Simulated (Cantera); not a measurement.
## Stirred combustor or abatement burner

A perfectly stirred reactor is fed with 9.65 % CH4, 0.463 % C2H6, 17.5 % O2, 65.6 % N2, 6.85 % CO2, at 4.93 atm; it is adiabatic with a 625 K inlet, and is followed from long to short residence time, starting on the burning branch (τ in s: 0.13, 0.05, 0.019, 0.0075, 0.0029, 0.0011, 0.00044, 0.00017, 6.7e-05).

Computed with Cantera and GRI-Mech 3.0 (53 species, 325 reactions).

```json
[
 {"τ (s)": "0.13", "T (K)": "2220", "x CH4": "7.20e-6", "x C2H6": "7.64e-9", "x O2": "0.000107", "x NO2": "1.07e-8", "x OH": "0.000743"},
 {"τ (s)": "0.050", "T (K)": "2218", "x CH4": "1.37e-5", "x C2H6": "1.91e-8", "x O2": "0.000177", "x NO2": "1.35e-8", "x OH": "0.000878"},
 {"τ (s)": "0.019", "T (K)": "2213", "x CH4": "2.33e-5", "x C2H6": "4.73e-8", "x O2": "0.000318", "x NO2": "1.84e-8", "x OH": "0.00111"},
 {"τ (s)": "0.0075", "T (K)": "2206", "x CH4": "3.67e-5", "x C2H6": "1.10e-7", "x O2": "0.000577", "x NO2": "2.52e-8", "x OH": "0.00144"},
 {"τ (s)": "0.0029", "T (K)": "2194", "x CH4": "5.85e-5", "x C2H6": "2.53e-7", "x O2": "0.00106", "x NO2": "3.40e-8", "x OH": "0.00191"},
 {"τ (s)": "0.0011", "T (K)": "2175", "x CH4": "9.92e-5", "x C2H6": "5.85e-7", "x O2": "0.00194", "x NO2": "4.32e-8", "x OH": "0.00250"},
 {"τ (s)": "0.00044", "T (K)": "2149", "x CH4": "0.000177", "x C2H6": "1.30e-6", "x O2": "0.00336", "x NO2": "4.88e-8", "x OH": "0.00307"},
 {"τ (s)": "0.00017", "T (K)": "2110", "x CH4": "0.000369", "x C2H6": "3.18e-6", "x O2": "0.00588", "x NO2": "4.78e-8", "x OH": "0.00350"},
 {"τ (s)": "6.7e-5", "T (K)": "2045", "x CH4": "0.00104", "x C2H6": "1.02e-5", "x O2": "0.0114", "x NO2": "3.63e-8", "x OH": "0.00307"}
]
```
x: mole fraction; the columns are a selection and need not sum to one.
